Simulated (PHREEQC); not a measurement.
Make-up at 25 °C: 0.011 mol/kgw NiSO4, 0.00019 mol/kgw H3BO3 and 0.18 mol/kgw NiCl2. Closed to the air; pH follows from the charge balance.

Equilibrium calculation in PHREEQC: ion-association model, wateq4f.dat.

| Property | Result |
|---|---|
| pH | 5.63 |
| ionic strength | 0.462 mol/kgw |
| activity of water | 0.991 |

```tsv
species	molality	activity	log γ
Cl-	0.306	0.198	-0.188
Ni+2	0.143	0.0410	-0.543
NiCl+	0.0279	0.0204	-0.136
NiCl2	0.0132	0.0147	0.046
NiSO4	0.00664	0.00739	0.046
SO4-2	0.00436	0.000923	-0.674
H3BO3	0.000190	0.000211	0.046
NiOH+	3.27e-6	2.40e-6	-0.136
H+	3.06e-6	2.34e-6	-0.115
Ni(SO4)2-2	1.28e-6	3.66e-7	-0.543
HSO4-	3.13e-7	2.10e-7	-0.173
```

No solid was allowed to form.
